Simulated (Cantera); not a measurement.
Input: 1 mol C2H2, 2.7 mol H2O, 0.9 mol H2, equilibrated at 0.0670 bar.

Cantera equilibrium calculation (NASA polynomials, part measured and part estimated; ideal gas, pure solids and liquids). Candidate condensed phases: C, C6H6, C7H8, C8H18, H2O; 110 gas species. The numbers say what is thermodynamically allowed, not how fast it happens.

Task: At 1675 °C, list the 6 most abundant gas species with their mole fractions, and the condensed phases.

Result: H2 0.599, CO 0.292, H2O 0.0953, CO2 0.0106, H 0.00338, OH 4.86e-5. Condensed: gas only.
